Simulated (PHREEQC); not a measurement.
A solution holds 0.0035 mol HF and 0.29 mol KF per kg of water, at 85 °C. Closed to the air; pH follows from the charge balance.

Model: ion-association model, phreeqc.dat, run in PHREEQC.

No solid was allowed to form.

### Question
What pH does the model give?

### Answer
pH 5.73.

### Question
In which forms is F present?

### Answer
F- 98 %, HF2- 1.3 %, HF 0.5 % of the F.

Away from 25 °C the constants follow the database's enthalpies or fits; those with neither stay at their 25 °C values.
